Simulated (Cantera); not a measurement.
A Cantera script and what it prints.

```python
import numpy as np
import cantera as ct

gas_names = """
    O2 H2O
""".split()
cond_names = """
    Sr(b) SrO(s) SrO2H2(L)
""".split()


# ... load() reads the species with a 1 bar reference pressure and builds the phases ...
species = {s.name: s for s in load("nasa_gas.yaml", gas_names) + load("nasa_condensed.yaml", cond_names)}
T = 900
g = {n: (s.thermo.h(T) - T * s.thermo.s(T)) / (ct.gas_constant * T * np.log(10)) for n, s in species.items()}
valid = cond_names  # the entries whose range holds T


def stable(la, lb):
    # potentials (over RT ln 10) of the two non-metals from log10 p(O2) and log10 p(H2O) in bar
    mu = {}
    mu["O"] = (g["O2"] + la) / 2
    mu["H"] = (g["H2O"] + lb - 1 * mu["O"]) / 2
    cost = {}
    for n in valid:
        c = species[n].composition
        cost[n] = (g[n] - sum(c.get(e, 0) * m for e, m in mu.items())) / c["Sr"]
    return min(cost, key=cost.get)


results = []
for lb in [0, -1.8, -3.6, -5.4, -7.1, -8.9, -10.7, -12.5, -14.3, -16.1, -17.9, -19.6, -21.4, -23.2, -25]:
    row = [stable(la, lb) for la in [-44, -41.6, -39.1, -36.7, -34.2, -31.8, -29.3, -26.9, -24.4, -22, -19.6, -17.1, -14.7, -12.2, -9.8, -7.3, -4.9, -2.4, 0]]
    results.append(row)
    print(f"{lb:6.1f}  " + " ".join(f"{valid.index(n):x}" for n in row))
print("key: " + ", ".join(f"{i:x} {n}" for i, n in enumerate(valid)))
```

It prints:

```
   0.0  2 2 2 2 2 2 2 2 2 2 2 2 2 2 2 2 2 2 2
  -1.8  1 1 1 1 1 1 1 1 1 1 1 1 1 1 1 1 1 1 1
  -3.6  1 1 1 1 1 1 1 1 1 1 1 1 1 1 1 1 1 1 1
  -5.4  1 1 1 1 1 1 1 1 1 1 1 1 1 1 1 1 1 1 1
  -7.1  1 1 1 1 1 1 1 1 1 1 1 1 1 1 1 1 1 1 1
  -8.9  1 1 1 1 1 1 1 1 1 1 1 1 1 1 1 1 1 1 1
 -10.7  1 1 1 1 1 1 1 1 1 1 1 1 1 1 1 1 1 1 1
 -12.5  1 1 1 1 1 1 1 1 1 1 1 1 1 1 1 1 1 1 1
 -14.3  1 1 1 1 1 1 1 1 1 1 1 1 1 1 1 1 1 1 1
 -16.1  1 1 1 1 1 1 1 1 1 1 1 1 1 1 1 1 1 1 1
 -17.9  1 1 1 1 1 1 1 1 1 1 1 1 1 1 1 1 1 1 1
 -19.6  1 1 1 1 1 1 1 1 1 1 1 1 1 1 1 1 1 1 1
 -21.4  1 1 1 1 1 1 1 1 1 1 1 1 1 1 1 1 1 1 1
 -23.2  1 1 1 1 1 1 1 1 1 1 1 1 1 1 1 1 1 1 1
 -25.0  1 1 1 1 1 1 1 1 1 1 1 1 1 1 1 1 1 1 1
key: 0 Sr(b), 1 SrO(s), 2 SrO2H2(L)
```

Standard-state values (1 bar) from the NASA 1993 polynomials, evaluated with Cantera. Not in the tables: the peroxide. Part of the grid cannot be reached: there another gas would pass 10 bar, or a non-metal would condense.
